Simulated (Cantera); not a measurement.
Charge: 1 mol Cu2O, 4.5 mol CH4, 0.67 mol N2, equilibrated at 2575 K and 0.00133 bar.

Cantera equilibrium calculation (NASA polynomials, part measured and part estimated; ideal gas, pure solids and liquids). Candidate condensed phases: C, C6H6, C7H8, C8H18, Cu, CuO, Cu(OH)2, Cu2O, H2O; 139 gas species. The numbers say what is thermodynamically allowed, not how fast it happens.

Base state: H 0.497, H2 0.275, Cu 0.118, CO 0.0591, N2 0.0345, HCN 0.00826, C2H2 (acetylene) 0.00404, C3 0.00116 (mole fractions); condensed: C(graphite).

### Question
What changes in the equilibrium state with this change: pressure from 0.00133 bar to 1.00 bar?

### Answer
```csv
species,before,after
H2,0.275,0.669
Cu,0.118,0.153
CO,0.0591,0.0779
H,0.497,0.0283
HCN,0.00826,0.0146
N2,0.0345,0.0440
CH4,1.34e-8,5.97e-5
Cu2,1.27e-6,0.00159
C2,0.000108,1.44e-7
C3,0.00116,1.54e-6
"C(graphite), mol",3.10,3.03
```
